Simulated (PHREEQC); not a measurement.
## Polishing slurry liquid

A solution holds 0.0128 mol/kgw NH3, at 60 °C. Closed to the air; pH follows from the charge balance.

Equilibrium calculation in PHREEQC: ion-association model, phreeqc.dat.

This is a speciation only: nothing precipitates in the calculation.

Task: What pH, ionic strength does the model give?

Result: pH 9.70; ionic strength 0.000493 mol/kgw.

Task: In which forms is N present?

Result: NH3 96 %, NH4+ 3.9 % of the N.

Away from 25 °C the constants follow the database's enthalpies or fits; those with neither stay at their 25 °C values.
